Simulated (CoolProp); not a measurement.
Properties of fluorine along the isobar 0.999 MPa.

The numbers come from the reference Helmholtz-energy equation of state, de Reuck 1990 in CoolProp.

```
T (K)   phase  density (kg/m³)  Joule-Thomson coefficient (K/MPa)  isothermal compressibility (1/MPa)  expansivity (1/kK)  fugacity coefficient
-----  ------  ---------------  ---------------------------------  ----------------------------------  ------------------  --------------------
101.2  liquid             1383                            -0.1823                            0.003156               5.925                0.4365
112.9     gas            47.79                              13.25                               1.215               14.78            (withheld)
124.7     gas       (withheld)                              10.73                               1.136               11.37                0.9020
136.5     gas            36.34                              8.932                               1.094               9.451                0.9261
148.3     gas            32.76                              7.559                               1.069          (withheld)            (withheld)
160.1     gas            29.92                         (withheld)                               1.052               7.265                0.9552
171.9     gas            27.58                              5.614                               1.041               6.563                0.9643
183.7     gas       (withheld)                         (withheld)                               1.032               6.005                0.9713
195.5     gas            23.93                              4.333                               1.026               5.547                0.9766
207.2     gas            22.47                         (withheld)                               1.021               5.166                0.9808
219       gas            21.19                              3.452                               1.018               4.837                0.9842
230.8     gas            20.05                              3.111                               1.015               4.552                0.9870
```

Problem. Some entries are withheld; supply them.

Solution. 
- 112.9, fugacity coefficient: 0.8664
- 124.7, density (kg/m³): 41.05
- 148.3, expansivity (1/kK): 8.182
- 148.3, fugacity coefficient: 0.9430
- 160.1, Joule-Thomson coefficient (K/MPa): 6.479
- 183.7, density (kg/m³): 25.61
- 183.7, Joule-Thomson coefficient (K/MPa): 4.911
- 207.2, Joule-Thomson coefficient (K/MPa): 3.856
